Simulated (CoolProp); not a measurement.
Saturation properties of R1234ze(Z) (Tc = 150.1 °C, pc = 3531 kPa, ω = 0.327).

The numbers come from the reference Helmholtz-energy equation of state, Akasaka 2019 in CoolProp.

```
T (°C)  p (kPa)  vapour density (kg/m³)  enthalpy of vaporisation (kJ/kg)  liquid cp (kJ/(kg K))
------  -------  ----------------------  --------------------------------  ---------------------
44.05     328.0                     [?]                               [?]                  1.334
47.45     362.9                   17.59                             191.4                  1.345
50.85       [?]                   19.39                             189.0                  1.357
54.25     441.2                   21.34                             186.5                  1.369
57.65     484.9                   23.44                             183.9                  1.382
61.05       [?]                   25.71                             181.3                  1.395
64.45     582.0                   28.17                             178.6                  1.409
67.75     634.1                   30.74                             175.8                  1.423
71.15     691.5                   33.60                             173.0                  1.438
74.55     752.6                   36.69                             170.0                  1.453
77.95     817.8                   40.02                             167.0                  1.470
81.35     887.2                     [?]                             163.8                  1.487
84.75     960.9                     [?]                             160.6                    [?]
88.15      1039                   51.71                             157.2                    [?]
```

### Question
Fill in the missing entries.

### Answer

- 44.05, vapour density (kg/m³): 15.93
- 44.05, enthalpy of vaporisation (kJ/kg): 193.8
- 50.85, p (kPa): 400.6
- 61.05, p (kPa): 531.8
- 81.35, vapour density (kg/m³): 43.62
- 84.75, vapour density (kg/m³): 47.51
- 84.75, liquid cp (kJ/(kg K)): 1.506
- 88.15, liquid cp (kJ/(kg K)): 1.526

It boils at 9.7 °C under 1 atm.
